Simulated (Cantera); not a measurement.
**Premixed flame**

A freely propagating, adiabatic, planar premixed flame of CH₄ : H₂ : O₂ : N₂ = 1 : 0.54 : 2.06 : 7.76 (molar parts), unburnt at 625 K and 1.00 bar; mixture-averaged transport, grid criteria slope 0.08 and curve 0.16, no radiation.

Cantera simulation using GRI-Mech 3.0 (53 species, 325 reactions); the numbers are that mechanism's predictions, not measurements. Burning velocities carry a grid error of a few per cent, more on coarse grids.

| z (mm) | T (K) | u (m/s) | x CH₄ | x H₂ | x O₂ | x C₂H | x O | x CH₂O |
|---|---|---|---|---|---|---|---|---|
| -0.847 | 625 | 1.89 | 0.0880 | 0.0475 | 0.181 | <1e-8 | <1e-8 | 2.10e-8 |
| -0.564 | 626 | 1.90 | 0.0880 | 0.0474 | 0.181 | <1e-8 | <1e-8 | 5.32e-7 |
| -0.423 | 630 | 1.91 | 0.0878 | 0.0473 | 0.181 | <1e-8 | 2.09e-8 | 5.08e-6 |
| -0.282 | 671 | 2.03 | 0.0857 | 0.0470 | 0.179 | <1e-8 | 6.15e-7 | 6.43e-5 |
| -0.141 | 1010 | 3.09 | 0.0664 | 0.0466 | 0.155 | <1e-8 | 3.54e-5 | 0.000616 |
| -0.0706 | 1419 | 4.39 | 0.0386 | 0.0459 | 0.116 | <1e-8 | 0.000246 | 0.00106 |
| 0 | 1811 | 5.66 | 0.0106 | 0.0414 | 0.0662 | 3.76e-7 | 0.00117 | 0.000768 |
| 0.0706 | 1989 | 6.23 | 0.00112 | 0.0327 | 0.0341 | 4.61e-7 | 0.00308 | 0.000180 |
| 0.141 | 2037 | 6.37 | 6.38e-5 | 0.0273 | 0.0214 | 5.14e-8 | 0.00441 | 1.46e-5 |
| 0.282 | 2078 | 6.47 | 1.78e-7 | 0.0255 | 0.0150 | <1e-8 | 0.00467 | 4.75e-8 |
| 0.564 | 2131 | 6.60 | <1e-8 | 0.0252 | 0.0125 | <1e-8 | 0.00402 | <1e-8 |
| 1.13 | 2199 | 6.78 | <1e-8 | 0.0236 | 0.0103 | <1e-8 | 0.00306 | <1e-8 |
| 2.26 | 2274 | 6.97 | <1e-8 | 0.0212 | 0.00788 | <1e-8 | 0.00206 | <1e-8 |
x: mole fraction of selected species; z is measured from the peak of heat release.

```
Quantity                    Result
------------------------  --------
laminar burning velocity  189 cm/s
thermal thickness         0.282 mm
peak x(C₂H)                6.33e-7
peak x(O)                  0.00473
peak x(CH₂O)               0.00108
grid points                    155
```
